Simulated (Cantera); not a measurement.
An isothermal, constant-pressure homogeneous reactor starts with 0.369 % H2, 99.6 % O2, at 1400 K and 10.00 Torr.

Computed with Cantera and the H2/O2 subset of GRI-Mech 3.0, which has no nitrogen chemistry. Radical loss at walls, strong at low pressure, is not modelled.

x: mole fraction; the columns are a selection and need not sum to one.

```tsv
t (s)	x H2	x O2	x HO2	x H2O2	x O
0.000200	0.00369	0.996	1.72e-8	2.21e-12	1.71e-8
0.000582	0.00369	0.996	4.99e-8	1.69e-11	7.03e-8
0.00169	0.00369	0.996	1.44e-7	1.10e-10	4.96e-7
0.00493	0.00364	0.996	3.97e-7	5.18e-10	2.97e-5
0.0144	___	0.993	1.79e-7	4.46e-9	0.00325
0.0418	5.39e-6	0.993	1.51e-7	3.22e-9	0.00327
0.122	5.07e-6	0.993	1.46e-7	3.14e-9	0.00306
0.354	___	0.994	1.32e-7	2.92e-9	0.00256
1.03	___	0.994	1.03e-7	2.38e-9	0.00165
3.00	___	0.996	6.08e-8	1.44e-9	0.000664
```

Question: Fill in the missing entries.

Answer: 
- 0.0144, x H2: 3.87e-5
- 0.354, x H2: 4.27e-6
- 1.03, x H2: 2.78e-6
- 3.00, x H2: 1.14e-6
